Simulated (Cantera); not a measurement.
**Catalytic stagnation flow on Pt**

A jet of 8.91 % CH4, 12.0 % O2, 79.1 % N2, equivalence ratio 1.5 at 300 K and 21000 Pa hits a platinum plate 4.6 cm away at a mass flux of 0.092 kg/m²/s; the plate temperature is set and raised in steps from an oxygen-covered start.

Detailed kinetics in Cantera: Deutschmann's 1995 Pt surface mechanism with GRI-Mech 3.0 gas chemistry. Catalytic surfaces can have several steady states; this one follows from the mechanism file's or the stated starting coverage.

| plate T (K) | wall x CH4 | wall x O2 | wall x H2O | wall x OH | wall x CO | wall x CO2 | θ free Pt | θ H* | θ CO* | θ C* |
|---|---|---|---|---|---|---|---|---|---|---|
| 900 | 0.0197 | 0.00690 | 0.126 | <1e-8 | 0.0670 | 0.00620 | 0.359 | 0.000260 | 0.612 | 0.0292 |
| 950 | 0.0153 | 0.00550 | 0.128 | <1e-8 | 0.0760 | 0.000767 | 0.416 | 0.00151 | 0.376 | 0.206 |
| 1000 | 0.00947 | 0.00354 | 0.125 | <1e-8 | 0.0817 | 0.00109 | 0.538 | 0.00252 | 0.298 | 0.161 |
| 1050 | 0.00565 | 0.00225 | 0.122 | <1e-8 | 0.0836 | 0.00332 | 0.697 | 0.00289 | 0.243 | 0.0575 |
| 1100 | 0.00413 | 0.00174 | 0.117 | <1e-8 | 0.0808 | 0.00836 | 0.815 | 0.00290 | 0.163 | 0.0195 |
| 1150 | 0.00350 | 0.00153 | 0.112 | <1e-8 | 0.0751 | 0.0157 | 0.892 | 0.00281 | 0.0977 | 0.00765 |
| 1200 | 0.00322 | 0.00145 | 0.105 | 2.15e-8 | 0.0680 | 0.0242 | 0.938 | 0.00266 | 0.0555 | 0.00341 |
| 1250 | 0.00309 | 0.00143 | 0.0988 | 5.07e-8 | 0.0604 | 0.0330 | 0.965 | 0.00249 | 0.0309 | 0.00165 |
x: mole fraction at the wall; θ: surface coverage.
